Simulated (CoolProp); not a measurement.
Vapour-liquid equilibrium of R22 (1) + R134a (2) at 7.27 kPa; x and y are mole fractions of (1).

Model: multi-fluid Helmholtz-energy mixture model, Kamei 1995 and Tillner-Roth 1994; pair parameters Bell 2016, in CoolProp.

```
x     bubble temperature (K)  y at the bubble point  dew temperature at overall composition x (K)  liquid density (mol/L)
----  ----------------------  ---------------------  --------------------------------------------  ----------------------
0.05                   200.4                  0.146                                         201.4                   14.90
0.15                   198.1                  0.359                                         200.4                   15.18
0.25                   196.2                  0.506                                         199.3                   15.45
0.35                   194.6                  0.615                                         198.2                   15.73
0.45                   193.4                  0.701                                         196.9                   16.01
0.55                   192.2                  0.771                                         195.6                   16.30
0.65                   191.2                  0.831                                         194.1                   16.59
0.75                   190.3                  0.884                                         192.6                   16.90
0.85                   189.5                  0.932                                         190.9                   17.21
0.95                   188.7                  0.978                                         189.2                   17.54
```

No azeotrope shows between x = 0.05 and 0.95.

Pair parameters are fitted to limited data, so mixtures are less certain than the pure fluids.
